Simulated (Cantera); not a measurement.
Input: 1 mol Si, 19 mol HBr, 14 mol N2, at 1.33 mbar.

Cantera equilibrium calculation (NASA polynomials, part measured and part estimated; ideal gas, pure solids and liquids). Candidate condensed phases: Br2, Si, Si3N4; 28 gas species. The tables' values for SiBr3 are old estimates; treat these amounts as uncertain. Equilibrium is a limit: real reactors are often held back by kinetics, nucleation or transport. All values below are at 1000 °C.

Base state: HBr 0.474, N2 0.430, H2 0.0544, SiBr4 0.0172, SiBr2 0.0114, Br 0.0110, SiBr3 0.00204, SiHBr3 4.80e-5 (mole fractions); condensed: gas only.

Problem. What changes in the equilibrium state with this change: HBr from 19 to 2.3 mol?

Solution. 
| species | before | after |
|---|---|---|
| N2 | 0.430 | 0.854 |
| HBr | 0.474 | 0.118 |
| H2 | 0.0544 | 0.0143 |
| SiBr4 | 0.0172 | 0.00224 |
| Br | 0.0110 | 0.00530 |
| SiBr2 | 0.0114 | 0.00634 |
| SiHBr3 | 4.80e-5 | 6.63e-6 |
| Br2 | 3.05e-5 | 7.13e-6 |
| Si3N4(s), mol | 0 | 0.285 |
N2 is the only nitrogen source here; it is nearly inert below about 1500 K, so the nitride shown seldom forms there in practice.
